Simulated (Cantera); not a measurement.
A closed system holds: 1 mol AlN, 0.78 mol N2, equilibrated at 1950 K and 9.80 Pa.

Equilibrium computed with Cantera from the NASA thermochemical tables; the gas is ideal and each condensed phase is pure. Candidate condensed phases: Al, AlN; 5 gas species. Rates play no part.

Base state: N2 0.561, Al 0.439 (mole fractions); condensed: gas only.

Question: What changes in the equilibrium state with this change: temperature from 1950 K to 1700 K?

Answer: 
```json
[
 {"species": "N2", "before": "0.561", "after": "0.974"},
 {"species": "Al", "before": "0.439", "after": "0.0260"},
 {"species": "AlN(s), mol", "before": "0", "after": "0.979"}
]
```
